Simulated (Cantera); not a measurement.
## Silicon nitride deposition: SiCl₄ + NH₃

Input: 1 mol SiCl₄, 2.4 mol NH₃, at 23.0 mbar.

Equilibrium computed with Cantera from the NASA thermochemical tables; the gas is ideal and each condensed phase is pure. Candidate condensed phases: NH₄Cl, Si, Si₃N₄; 28 gas species. The tables' values for SiCl₃ are old estimates; treat these amounts as uncertain. The numbers say what is thermodynamically allowed, not how fast it happens.

From 748 K to 1398 K the condensed part is Si₃N₄(s). The main Si-bearing gas is SiCl₄ throughout. The share of Si in condensed phases is highest at 1248 K (67.0 %) and lowest at 748 K (49.9 %).

```tsv
T (K)	x HCl	x H₂	x N₂	x SiCl₄	x SiCl₂	x SiCl₃	n Si₃N₄(s)
748	0.335	0.436	0.145	0.0839	2.62e-11	1.08e-7	0.166
798	0.355	0.425	0.142	0.0786	4.49e-10	5.58e-7	0.177
848	0.372	0.415	0.139	0.0740	5.47e-9	2.37e-6	0.185
898	0.387	0.407	0.136	0.0699	5.01e-8	8.51e-6	0.193
948	0.401	0.399	0.133	0.0662	3.62e-7	2.66e-5	0.200
998	0.413	0.393	0.131	0.0629	2.13e-6	7.40e-5	0.206
1048	0.423	0.387	0.129	0.0599	1.06e-5	0.000186	0.212
1098	0.433	0.381	0.127	0.0571	4.51e-5	0.000428	0.216
1148	0.441	0.377	0.126	0.0544	0.000168	0.000911	0.220
1198	0.447	0.373	0.125	0.0515	0.000559	0.00180	0.223
1248	0.452	0.369	0.125	0.0482	0.00167	0.00333	0.223
1298	0.453	0.366	0.125	0.0439	0.00447	0.00573	0.221
1348	0.449	0.364	0.127	0.0380	0.0108	0.00903	0.212
1398	0.437	0.364	0.132	0.0303	0.0230	0.0128	0.194
```
x: gas mole fraction; n: condensed amount in mol.
